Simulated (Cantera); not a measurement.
A closed system holds: 1 mol Fe, 0.32 mol O2, a varied amount of CO, equilibrated at 1227 °C and 0.00133 bar.

Cantera equilibrium calculation (NASA polynomials, part measured and part estimated; ideal gas, pure solids and liquids). Candidate condensed phases: C, Fe, Fe(CO)5, FeO, Fe2O3, Fe3O4; 15 gas species. Mutual solubility and eutectic melting of coexisting phases are not modelled. The tables' stoichiometric FeO is somewhat more stable than real wüstite, so its field is too wide. FeO: taken at fixed stoichiometry. Rates play no part.

Question: Which condensed phases are stable at each of these points (n(CO) (mol)): 3.6, 9.4, 15, 21, 27, 32, 38?

Answer: 
```csv
n(CO) (mol),condensed phases,Fe condensed (%)
3.6,Fe(γ) + FeO(s),100.0
9.4,Fe(γ),99.9
15,Fe(γ),99.8
21,Fe(γ),99.8
27,Fe(γ),99.7
32,Fe(γ),99.6
38,Fe(γ),99.6
```

At 3.6 mol CO the condensed part is Fe(γ) + FeO(s). From 9.4 mol CO to 38 mol CO the condensed part is Fe(γ).
